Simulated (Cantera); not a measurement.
Charge: 1 mol Si2H6, a varied amount of HCl, 130 mol N2, held at 1823 K and 0.190 bar.

These are equilibrium values from Cantera (NASA tables, ideal gas, pure condensed phases), not measurements of a reactor. Candidate condensed phases: NH4Cl, Si, Si3N4; 28 gas species. The feed counts by its element totals alone. The tables' values for SiCl3 are old estimates; treat these amounts as uncertain. Kinetics and transport are ignored.

log p: log10 of the partial pressure in bar; n: condensed amount in mol.

| n(HCl) (mol) | log p N2 | log p H2 | log p HCl | log p SiCl2 | log p H | n Si3N4(s) |
|---|---|---|---|---|---|---|
| 0.15 | -0.73 | -2.37 | -3.69 | (withheld) | -4.55 | 0.665 |
| 0.41 | -0.73 | -2.36 | -3.28 | (withheld) | -4.54 | 0.659 |
| 0.67 | -0.73 | -2.36 | -3.09 | (withheld) | -4.54 | 0.649 |
| 0.93 | -0.73 | -2.35 | -2.97 | (withheld) | -4.54 | 0.636 |
| 1.2 | -0.74 | -2.35 | -2.88 | (withheld) | -4.54 | 0.620 |
| 1.5 | -0.74 | -2.34 | -2.80 | (withheld) | -4.53 | 0.601 |
| 1.7 | -0.74 | -2.34 | -2.76 | (withheld) | -4.53 | 0.587 |
| 2 | -0.74 | -2.33 | -2.71 | (withheld) | -4.53 | 0.566 |
| 2.2 | -0.74 | -2.32 | -2.67 | (withheld) | -4.53 | 0.551 |

Complete the blanks.


- 0.15, log p SiCl2: -5.31
- 0.41, log p SiCl2: -4.50
- 0.67, log p SiCl2: -4.13
- 0.93, log p SiCl2: -3.89
- 1.2, log p SiCl2: -3.71
- 1.5, log p SiCl2: -3.56
- 1.7, log p SiCl2: -3.48
- 2, log p SiCl2: -3.38
- 2.2, log p SiCl2: -3.32
